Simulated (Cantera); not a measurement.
**Thermodynamics of metals in furnace atmospheres, feed Fe + H2O + CO**

Input: 1 mol Fe, 13 mol H2O, 43 mol CO, at 97.5 Torr.

Equilibrium computed with Cantera from the NASA thermochemical tables; the gas is ideal and each condensed phase is pure. Candidate condensed phases: C, C6H6, C7H8, C8H18, Fe, Fe(CO)5, FeO, Fe(OH)2, Fe(OH)3, Fe2O3, Fe3O4, H2O; 114 gas species. The tables' stoichiometric FeO is somewhat more stable than real wüstite, so its field is too wide. FeO: taken at fixed stoichiometry. The numbers say what is thermodynamically allowed, not how fast it happens.

| T (K) | x CO | x H2 | x CO2 | x H2O | x H | x Fe | x CH4 | x Fe(OH)2 | n FeO(s) | n FeO(l) |
|---|---|---|---|---|---|---|---|---|---|---|
| 1050 | 0.599 | 0.187 | 0.169 | 0.0450 | 9.73e-9 | <1e-12 | 1.53e-5 | 1.42e-9 | 1.00 | 0 |
| 1150 | 0.609 | 0.177 | 0.159 | 0.0551 | 8.71e-8 | 5.34e-11 | 1.14e-6 | 1.06e-8 | 1.000 | 0 |
| 1250 | 0.618 | 0.168 | 0.150 | 0.0640 | 5.50e-7 | 1.52e-9 | 1.28e-7 | 5.57e-8 | 1.000 | 0 |
| 1350 | 0.625 | 0.160 | 0.142 | 0.0718 | 2.65e-6 | 2.60e-8 | 2.00e-8 | 2.26e-7 | 1.000 | 0 |
| 1450 | 0.632 | 0.154 | 0.136 | 0.0785 | 1.03e-5 | 2.99e-7 | 4.06e-9 | 7.44e-7 | 1.000 | 0 |
| 1550 | 0.638 | 0.148 | 0.130 | 0.0843 | 3.36e-5 | 2.48e-6 | 1.02e-9 | 2.08e-6 | 1.000 | 0 |
| 1650 | 0.643 | 0.143 | 0.125 | 0.0892 | 9.52e-5 | 1.58e-5 | 3.03e-10 | 5.09e-6 | 0 | 0.999 |
| 1750 | 0.647 | 0.138 | 0.121 | 0.0935 | 0.000240 | 7.33e-5 | 1.04e-10 | 1.01e-5 | 0 | 0.995 |
x: gas mole fraction; n: condensed amount in mol.

From 1050 K to 1550 K the condensed part is FeO(s). From 1650 K to 1750 K the condensed part is FeO(l).
